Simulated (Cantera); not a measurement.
An adiabatic, constant-volume homogeneous reactor starts with C₃H₈ : O₂ : N₂ = 1 : 6.94 : 76.4 (molar parts), equivalence ratio 0.72, at 1775 K and 3750 Torr. Integrator tolerance rtol = 1e-08.

Model: GRI-Mech 3.0 (53 species, 325 reactions), integrated in Cantera. GRI-Mech 3.0 was tuned for natural gas; its chemistry of propane as a main component is partial and can be far from experiment.

Q: What does this change do: initial temperature 1775 to 1500 K?

A: 
```tsv
quantity	before	after
time of steepest temperature rise	6.22 µs	50.6 µs
temperature at 0.500 s	2512 K	2296 K
equilibrium temperature	2512 K	2296 K
x(C₃H₈) at 0.500 s	<1e-12 (gas-phase equilibrium <1e-12)	<1e-12 (gas-phase equilibrium <1e-12)
x(O₂) at 0.500 s	0.0197 (gas-phase equilibrium 0.0197)	0.0202 (gas-phase equilibrium 0.0202)
x(C₂H₆) at 0.500 s	<1e-12 (gas-phase equilibrium <1e-12)	<1e-12 (gas-phase equilibrium <1e-12)
x(CO) at 0.500 s	0.00332 (gas-phase equilibrium 0.00332)	0.000986 (gas-phase equilibrium 0.000986)
x(HO₂) at 0.500 s	2.71e-6 (gas-phase equilibrium 2.71e-6)	1.57e-6 (gas-phase equilibrium 1.57e-6)
x(NO) at 0.500 s	0.00765 (gas-phase equilibrium 0.00765)	0.00516 (gas-phase equilibrium 0.00516)
x(C₂H) at 0.500 s	<1e-12 (gas-phase equilibrium <1e-12)	<1e-12 (gas-phase equilibrium <1e-12)
```
